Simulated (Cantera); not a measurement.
Cantera run:

```python
import numpy as np
import cantera as ct

gas_names = """
    CL CLO CL2 H HCL HOCL HO2 H2 H2O H2O2 Mg MgCL MgCL2 MgH MgO MgOH MgO2H2 Mg2 O OH O2 O3
""".split()
cond_names = """
    H2O(s) H2O(L) Mg(cr) Mg(L) MgCL2(s) MgCL2(L) MgO(s) MgO(L) MgO2H2(s)
""".split()


# ... load() reads the species with a 1 bar reference pressure and builds the phases ...
atoms = {
    'MgO': {'Mg': 1, 'O': 1},
    'HCl': {'H': 1, 'CL': 1},
    'H2': {'H': 2},
    'Cl2': {'CL': 2},
}
top_T = {}  # K; cautious upper limits of use, not melting points


# ... equilibrate(T, P, feed) seeds the gas with the atoms and calls Mixture.equilibrate('TP', solver="vcs", rtol=1e-11, max_steps=5000) ...
results = []
feed = {'MgO': 1, 'HCl': 76, 'H2': 5.7, 'Cl2': 0.056}  # mol
P = 133.322  # Pa
for T in [1050, 1125, 1200, 1275, 1350, 1425, 1500, 1575, 1650]:
    mix = equilibrate(T, P, feed)
    results.append((T, P, feed, dict(zip(mix.species_names, mix.species_moles))))

top = {s: max(r[3][s] / sum(r[3][g] for g in gas_names) for r in results) for s in gas_names}
cols = sorted((s for s in top if top[s] > 1e-05), key=lambda s: -top[s])[:8]
seen = [c for c in cond_names if any(r[3].get(c, 0) > 1e-12 for r in results)]
print("log10 of partial pressures in bar; condensed amounts in mol")
print(f"{'T/K':>10s}" + "".join(f"{s[:9]:>10s}" for s in cols + seen))
for T, P, feed, n in results:
    ng = sum(n[g] for g in gas_names)
    print(f"{T:10.4g}" + "".join(f"{np.log10(max(n[s] / ng * P / 1e5, 1e-99)):10.3f}" for s in cols)
          + "".join(f"{n.get(c, 0):10.4g}" for c in seen))
```

Result:

```
log10 of partial pressures in bar; condensed amounts in mol
       T/K       HCL        H2       H2O     MgCL2        CL         H    MgO(s)
      1050    -2.912    -4.036    -5.097    -5.097    -9.025   -10.109     0.509
      1125    -2.916    -4.036    -4.862    -4.862    -8.302    -9.370    0.1572
      1200    -2.918    -4.036    -4.788    -4.788    -7.666    -8.723         0
      1275    -2.918    -4.036    -4.788    -4.788    -7.103    -8.150         0
      1350    -2.918    -4.036    -4.788    -4.788    -6.602    -7.641         0
      1425    -2.918    -4.035    -4.788    -4.788    -6.154    -7.183         0
      1500    -2.919    -4.033    -4.788    -4.788    -5.750    -6.771         0
      1575    -2.920    -4.028    -4.788    -4.788    -5.387    -6.395         0
      1650    -2.922    -4.019    -4.789    -4.789    -5.060    -6.051         0
```

Method: chemical equilibrium by Gibbs-energy minimisation in Cantera with the NASA 1993 tables (ideal gas, pure condensed phases).
